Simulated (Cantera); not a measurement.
Cantera run:

```python
import numpy as np
import cantera as ct

gas_names = """
    H HNO HNO2 HNO3 HO2 H2 H2O H2O2 H2S H2SO4 N NH NH2 NH3 NH2OH NO NO2 NO3 N2 N2H2 N2H4 N2O O OH O2 O3
    S SH SN SO SO2 SO3 S2 S2O S8
""".split()
cond_names = """
    H2O(s) H2O(L) H2SO4(L) S(cr1) S(cr2) S(L)
""".split()


# ... load() reads the species with a 1 bar reference pressure and builds the phases ...
atoms = {
    'H2O': {'H': 2, 'O': 1},
    'N2': {'N': 2},
    'SO2': {'S': 1, 'O': 2},
    'H2S': {'H': 2, 'S': 1},
}
top_T = {}  # K; cautious upper limits of use, not melting points


# ... equilibrate(T, P, feed) seeds the gas with the atoms and calls Mixture.equilibrate('TP', solver="vcs", rtol=1e-11, max_steps=5000) ...
results = []
feed = {'H2O': 1, 'N2': 12, 'SO2': 0.87, 'H2S': 0.0021}  # mol
P = 260000  # Pa
for T in [1823, 1873, 1923, 1973, 2023, 2073, 2123, 2173, 2223, 2273, 2323, 2373, 2423]:
    mix = equilibrate(T, P, feed)
    results.append((T, P, feed, dict(zip(mix.species_names, mix.species_moles))))

top = {s: max(r[3][s] / sum(r[3][g] for g in gas_names) for r in results) for s in gas_names}
cols = sorted((s for s in top if top[s] > 0.001), key=lambda s: -top[s])[:8]
seen = [c for c in cond_names if any(r[3].get(c, 0) > 1e-12 for r in results)]
print("log10 of partial pressures in bar; condensed amounts in mol")
print(f"{'T/K':>10s}" + "".join(f"{s[:9]:>10s}" for s in cols + seen))
for T, P, feed, n in results:
    ng = sum(n[g] for g in gas_names)
    print(f"{T:10.4g}" + "".join(f"{np.log10(max(n[s] / ng * P / 1e5, 1e-99)):10.3f}" for s in cols)
          + "".join(f"{n.get(c, 0):10.4g}" for c in seen))
```

It prints:

```
log10 of partial pressures in bar; condensed amounts in mol
       T/K        N2       H2O       SO2        H2        SO        OH        NO        O2
      1823     0.352    -0.729    -0.788    -2.911    -3.386    -3.794    -3.776    -3.990
      1873     0.352    -0.730    -0.788    -2.848    -3.283    -3.606    -3.578    -3.734
      1923     0.352    -0.731    -0.789    -2.773    -3.172    -3.435    -3.405    -3.520
      1973     0.352    -0.732    -0.789    -2.692    -3.056    -3.278    -3.251    -3.339
      2023     0.352    -0.733    -0.790    -2.608    -2.939    -3.133    -3.112    -3.181
      2073     0.352    -0.735    -0.791    -2.524    -2.822    -2.997    -2.985    -3.040
      2123     0.351    -0.737    -0.792    -2.440    -2.708    -2.870    -2.867    -2.913
      2173     0.351    -0.740    -0.794    -2.359    -2.598    -2.750    -2.758    -2.796
      2223     0.351    -0.743    -0.796    -2.279    -2.491    -2.637    -2.654    -2.689
      2273     0.351    -0.746    -0.799    -2.203    -2.388    -2.530    -2.557    -2.588
      2323     0.350    -0.751    -0.802    -2.130    -2.289    -2.428    -2.465    -2.494
      2373     0.350    -0.756    -0.806    -2.060    -2.194    -2.331    -2.378    -2.406
      2423     0.349    -0.762    -0.811    -1.993    -2.104    -2.240    -2.295    -2.323
```

Method: chemical equilibrium by Gibbs-energy minimisation in Cantera with the NASA 1993 tables (ideal gas, pure condensed phases).
